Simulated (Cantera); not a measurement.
A Cantera script and what it prints.

```python
import numpy as np
import cantera as ct

gas_names = """
    C CH CH2 CH3 CH2OH CH3O CH4 CH3OH CO CO2 COOH C2 C2H CHCO,ketyl C2H2,acetylene C2H2,vinylidene
    CH2CO,ketene C2H3,vinyl CH3CO,acetyl C2H4 C2H4O,ethylen CH3CHO,ethanal CH3COOH (HCOOH)2 C2H5 C2H6
    CH3OCH3 C2H5OH C2O C3 C3H3,propargyl C3H4,allene C3H4,propyne C3H4,cyclo- C3H5,allyl C3H6,propylene
    C3H6,cyclo- C3H6O C3H7,n-propyl C3H7,i-propyl C3H8 C3H8O,1propanol C3H8O,2propanol C3O2 C4 C4H2
    C4H4,1,3-cyclo- C4H6,butadiene C4H6,2-butyne C4H6,cyclo- C4H8,1-butene C4H8,cis2-buten
    C4H8,tr2-butene C4H8,isobutene C4H8,cyclo- (CH3COOH)2 C4H9,n-butyl C4H9,i-butyl C4H9,s-butyl
    C4H9,t-butyl C4H10,isobutane C4H10,n-butane C5 C5H6,1,3cyclo- C5H8,cyclo- C5H10,1-pentene
    C5H10,cyclo- C5H11,pentyl C5H11,t-pentyl C5H12,n-pentane C5H12,i-pentane CH3C(CH3)2CH3 C6H2
    C6H5,phenyl C6H5O,phenoxy C6H6 C6H5OH,phenol C6H10,cyclo- C6H12,1-hexene C6H12,cyclo- C6H13,n-hexyl
    C7H7,benzyl C7H8 C7H8O,cresol C7H14,1-heptene C7H15,n-heptyl C7H16,n-heptane C8H8,styrene
    C8H10,ethylbenz C8H16,1-octene C8H17,n-octyl C8H18,isooctane C8H18,n-octane C9H19,n-nonyl
    C10H8,naphthale C10H21,n-decyl C12H9,o-bipheny C12H10,bipheny H HCO HO2 H2 HCHO,formaldehy HCOOH H2O
    H2O2 O OH O2 O3
""".split()
cond_names = """
    C(gr) C6H6(L) C7H8(L) C8H18(L),n-octa H2O(s) H2O(L)
""".split()


def load(file, names, dense=False):
    # The tables refer to 1 bar. Condensed volumes are neglected.
    table = {s.name: s for s in ct.Species.list_from_file(file)}
    out = []
    for n in names:
        d = dict(table[n].input_data)
        d["thermo"] = dict(d["thermo"], **{"reference-pressure": 1e5})
        if dense:
            d["equation-of-state"] = {"model": "constant-volume", "density": "1e6 g/cm^3"}
        out.append(ct.Species.from_dict(d))
    return out


gas = ct.Solution(thermo="ideal-gas", species=load("nasa_gas.yaml", gas_names))
cond = {s.name: ct.Solution(thermo="fixed-stoichiometry", species=[s], name=s.name)
        for s in load("nasa_condensed.yaml", cond_names, dense=True)}
atoms = {
    'CH4': {'C': 1, 'H': 4},
    'H2O': {'H': 2, 'O': 1},
    'H2': {'H': 2},
}
top_T = {'C(gr)': 4500}  # K; cautious upper limits of use, not melting points


def equilibrate(T, P, feed):
    n = {}
    for name, mol in feed.items():
        for a, k in atoms[name].items():
            n[a] = n.get(a, 0.0) + k * mol
    gas.TPX = T, P, n
    mass = sum(n.values()) * gas.mean_molecular_weight
    gas.equilibrate("TP")
    valid = [c for c in cond.values() if c.min_temp <= T <= top_T.get(c.name, c.max_temp)]
    mix = ct.Mixture([(gas, mass / gas.mean_molecular_weight)] + [(c, 0.0) for c in valid])
    mix.T, mix.P = T, P
    mix.equilibrate("TP", solver="vcs", rtol=1e-11, max_steps=5000)
    return mix


results = []
feed = {'CH4': 1, 'H2O': 0.78, 'H2': 0.71}  # mol
P = 1000000  # Pa
for T in [723, 773, 823, 873, 923, 973, 1023, 1073, 1123, 1173, 1223, 1273, 1323, 1373]:
    mix = equilibrate(T, P, feed)
    results.append((T, P, feed, dict(zip(mix.species_names, mix.species_moles))))
    x = sorted(zip(gas.X, gas.species_names), reverse=True)
    print(f"T = {T:g} K  P = {P:g} Pa  gas = {mix.phase_moles(0):.4g} mol")
    print("   x: " + "  ".join(f"{s} {v:.3e}" for v, s in x if v > 0.001))
    print("   condensed (mol): " + ("  ".join(f"{mix.phase(i).name} {mix.phase_moles(i):.4g}"
          for i in range(1, mix.n_phases) if mix.phase_moles(i) > 1e-12) or "none"))
```

Result:

```
T = 723 K  P = 1e+06 Pa  gas = 2.492 mol
   x: CH4 4.008e-01  H2O 3.121e-01  H2 2.867e-01
   condensed (mol): none
T = 773 K  P = 1e+06 Pa  gas = 2.505 mol
   x: CH4 3.963e-01  H2O 3.059e-01  H2 2.948e-01  CO2 2.492e-03
   condensed (mol): none
T = 823 K  P = 1e+06 Pa  gas = 2.547 mol
   x: CH4 3.813e-01  H2 3.211e-01  H2O 2.863e-01  CO2 8.603e-03  CO 2.668e-03
   condensed (mol): none
T = 873 K  P = 1e+06 Pa  gas = 2.631 mol
   x: H2 3.674e-01  CH4 3.534e-01  H2O 2.525e-01  CO2 1.729e-02  CO 9.427e-03
   condensed (mol): none
T = 923 K  P = 1e+06 Pa  gas = 2.755 mol
   x: H2 4.261e-01  CH4 3.149e-01  H2O 2.109e-01  CO2 2.416e-02  CO 2.390e-02
   condensed (mol): none
T = 973 K  P = 1e+06 Pa  gas = 2.921 mol
   x: H2 4.905e-01  CH4 2.686e-01  H2O 1.671e-01  CO 4.759e-02  CO2 2.615e-02
   condensed (mol): none
T = 1023 K  P = 1e+06 Pa  gas = 3.123 mol
   x: H2 5.546e-01  CH4 2.188e-01  H2O 1.253e-01  CO 7.826e-02  CO2 2.311e-02
   condensed (mol): none
T = 1073 K  P = 1e+06 Pa  gas = 3.343 mol
   x: H2 6.125e-01  CH4 1.714e-01  CO 1.104e-01  H2O 8.840e-02  CO2 1.725e-02
   condensed (mol): none
T = 1123 K  P = 1e+06 Pa  gas = 3.558 mol
   x: H2 6.630e-01  CO 1.368e-01  CH4 1.290e-01  H2O 5.985e-02  CO2 1.130e-02
   condensed (mol): C(gr) 0.01399
T = 1173 K  P = 1e+06 Pa  gas = 3.74 mol
   x: H2 7.023e-01  CO 1.561e-01  CH4 9.595e-02  H2O 3.890e-02  CO2 6.793e-03
   condensed (mol): C(gr) 0.03195
T = 1223 K  P = 1e+06 Pa  gas = 3.882 mol
   x: H2 7.316e-01  CO 1.684e-01  CH4 7.132e-02  H2O 2.475e-02  CO2 3.900e-03
   condensed (mol): C(gr) 0.05427
T = 1273 K  P = 1e+06 Pa  gas = 3.986 mol
   x: H2 7.532e-01  CO 1.755e-01  CH4 5.329e-02  H2O 1.573e-02  CO2 2.214e-03
   condensed (mol): C(gr) 0.07898
T = 1323 K  P = 1e+06 Pa  gas = 4.06 mol
   x: H2 7.690e-01  CO 1.794e-01  CH4 4.019e-02  H2O 1.011e-02  CO2 1.272e-03
   condensed (mol): C(gr) 0.1029
T = 1373 K  P = 1e+06 Pa  gas = 4.113 mol
   x: H2 7.804e-01  CO 1.815e-01  CH4 3.067e-02  H2O 6.631e-03
   condensed (mol): C(gr) 0.1241
```

These are equilibrium values from Cantera (NASA tables, ideal gas, pure condensed phases), not measurements of a reactor.
